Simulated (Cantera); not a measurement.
A closed system holds: 1 mol borazine, 100 mol H₂, held at 1525 K and 1.33 mbar.

These are equilibrium values from Cantera (NASA tables, ideal gas, pure condensed phases), not measurements of a reactor. Candidate condensed phases: B, BN; 15 gas species. The feed counts by its element totals alone. The tables' values for BH₂ are old estimates; treat these amounts as uncertain. Kinetics and transport are ignored.

Base state: H₂ 0.999, H 0.000648, BH₂ 1.27e-5 (mole fractions); condensed: BN(s).

What changes in the equilibrium state with this change: borazine replaced by B?


| species | before | after |
|---|---|---|
| H₂ | 0.999 | 0.999 |
| H | 0.000648 | 0.000648 |
| BH₂ | 1.27e-5 | 1.27e-5 |
| BN(s), mol | 3.00 | 0 |
| B(s), mol | 0 | 0.999 |

What changes in the equilibrium state with this change: temperature from 1525 K to 2398 K?


| species | before | after |
|---|---|---|
| H₂ | 0.999 | 0.624 |
| H | 0.000648 | 0.341 |
| B | 3.02e-9 | 0.0211 |
| N₂ | 7.88e-6 | 0.0116 |
| BH | 2.48e-9 | 0.000411 |
| BN | <1e-9 | 3.80e-5 |
| BH₂ | 1.27e-5 | 0.00166 |
| BN(s), mol | 3.00 | 0 |

What changes in the equilibrium state with this change: borazine replaced by B₂O₃?


```tsv
species	before	after
H₂	0.999	0.982
HBO	0	0.00688
HBO₂	0	0.00649
B₂O₃	0	0.00282
H₂O	0	0.000589
B₂O₂	0	0.000336
BN(s), mol	3.00	0
```
Further candidate phases: B₂O₃, B₃O₃H₃, H₂O.
